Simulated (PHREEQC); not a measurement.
A PHREEQC speciation (ion-association model, wateq4f.dat) at 25 °C gives pH 0.97 and these molalities:

```tsv
species	mol/kgw
HSO4-	0.160
H+	0.138
AlSO4+	0.0869
SO4-2	0.0465
Al(SO4)2-	0.0291
Al+3	0.0180
AlHSO4+2	0.00197
```

**Question.** What are the element totals, and what could have been dissolved in 1 kg of water to give them?

**Answer.** One answer among several that fit: totals Al 0.136, S(6) 0.354 mol/kgw, from 150 mmol/kgw H2SO4 and 68 mmol/kgw Al2(SO4)3.

This is a speciation only: nothing precipitates in the calculation.
